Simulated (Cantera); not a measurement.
Input: 1 mol c-C₄F₈, 0.099 mol CH₄, 0.31 mol HCl, at 0.00133 bar.

Method: chemical equilibrium by Gibbs-energy minimisation in Cantera with the NASA 1993 tables (ideal gas, pure condensed phases). Candidate condensed phases: C, C₆H₆, C₇H₈, C₈H₁₈; 118 gas species. The feed counts by its element totals alone. Gases not in the tables: C₂F₆ and larger saturated fluorocarbons. Rates play no part.

x: gas mole fraction; n: condensed amount in mol.

| T (K) | x CF₄ | x HF | x Cl | x Cl₂ | x HCl | x CF₂ | x CClF₃ | n C(graphite) |
|---|---|---|---|---|---|---|---|---|
| 1225 | 0.677 | 0.238 | 0.0288 | 0.0297 | 0.0224 | 6.19e-6 | ? | 2.26 |
| 1275 | 0.670 | 0.242 | 0.0429 | 0.0251 | 0.0171 | 1.82e-5 | ? | 2.26 |
| 1325 | 0.663 | 0.244 | 0.0586 | 0.0192 | 0.0126 | 4.91e-5 | ? | 2.26 |
| 1375 | 0.656 | 0.245 | 0.0737 | 0.0133 | 0.00885 | 0.000123 | ? | 2.27 |
| 1425 | 0.651 | 0.246 | 0.0861 | 0.00837 | 0.00602 | 0.000290 | ? | 2.27 |
| 1475 | 0.647 | 0.247 | 0.0948 | 0.00494 | 0.00400 | 0.000644 | ? | 2.27 |
| 1525 | 0.644 | 0.247 | 0.100 | 0.00282 | 0.00264 | 0.00136 | ? | 2.27 |
| 1575 | 0.641 | 0.247 | 0.104 | 0.00160 | 0.00175 | 0.00272 | ? | 2.27 |
| 1625 | 0.637 | 0.247 | 0.105 | 0.000916 | 0.00117 | 0.00522 | ? | 2.27 |
| 1675 | 0.632 | 0.246 | 0.106 | 0.000532 | 0.000797 | 0.00961 | ? | 2.26 |

Question: What belongs in the gaps?

Answer: 
- 1225, x CClF₃: 0.00384
- 1275, x CClF₃: 0.00342
- 1325, x CClF₃: 0.00291
- 1375, x CClF₃: 0.00236
- 1425, x CClF₃: 0.00183
- 1475, x CClF₃: 0.00138
- 1525, x CClF₃: 0.00103
- 1575, x CClF₃: 0.000759
- 1625, x CClF₃: 0.000565
- 1675, x CClF₃: 0.000423
